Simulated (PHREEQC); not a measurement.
## Phosphoric acid bath: speciation

Consider water at 25 °C with 10 mmol/kgw H3PO4. Closed to the air; pH follows from the charge balance.

Model: ion-association model, phreeqc.dat, run in PHREEQC.

Each row changes one thing in this solution. No solid was allowed to form.

| case | pH | ionic strength (mol/kgw) | H2PO4- (mol/kgw) | HPO4-2 (mol/kgw) |
|---|---|---|---|---|
| as made | 2.27 | 0.00578 | 0.00578 | 8.48e-8 |
| H3PO4 replaced by K2HPO4 at the same molality | 9.32 | 0.0296 | 4.66e-5 | 0.00973 |
| diluted 100-fold with water | 4.01 | 9.87e-5 | 9.85e-5 | 6.49e-8 |
| H3PO4 replaced by K3PO4 at the same molality | 11.70 | 0.0473 | 1.10e-7 | 0.00602 |
| temperature from 25 to 15 °C | 2.25 | 0.00599 | 0.00599 | 8.00e-8 |
| diluted 5-fold with water | 2.80 | 0.00164 | 0.00164 | 7.41e-8 |
| 0.0008 mol/kgw NaOH added | 2.31 | 0.00603 | 0.00603 | 9.83e-8 |
| 0.0016 mol/kgw CO2 added | 2.27 | 0.00578 | 0.00578 | 8.48e-8 |
| H3PO4 from 0.01 to 0.005 mol/kgw | 2.49 | 0.00345 | 0.00345 | 7.95e-8 |

Species that the database lacks are ignored.
